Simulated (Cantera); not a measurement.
**Transport properties of process gases**

Gas mixture: H2O : N2O = 0.52 : 0.9 (molar parts), at 0.00780 bar, frozen composition.

Cantera's kinetic-theory transport with the Lennard-Jones parameters of GRI-Mech 3.0, ideal gas; thermal conductivity in the mixture-averaged form. Polar gases are described roughly by these parameters. The composition is frozen, though it would react at the higher temperatures.

```
T (K)  ρ (kg/m³)  cp (J/kg/K)  μ (µPa s)  λ (mW/m/K)     Pr  D (cm²/s) H  D (cm²/s) OH  D (cm²/s) NH3
-----  ---------  -----------  ---------  ----------  -----  -----------  ------------  -------------
400      0.00809         1149       18.1        29.2  0.713          239          61.3           39.5
650      0.00498         1303       27.9        51.6  0.705          576           144            102
900      0.00360         1417       36.4        74.1  0.696         1020           251            186
1150     0.00281         1499       44.1        96.2  0.687         1540           380            290
1400     0.00231         1564       51.1         117  0.680         2160           528            412
1650     0.00196         1617       57.6         138  0.675         2840           695            549
1900     0.00170         1660       63.7         157  0.672         3600           878            700
```
D: mixture-averaged diffusion coefficient of that species in the mixture.
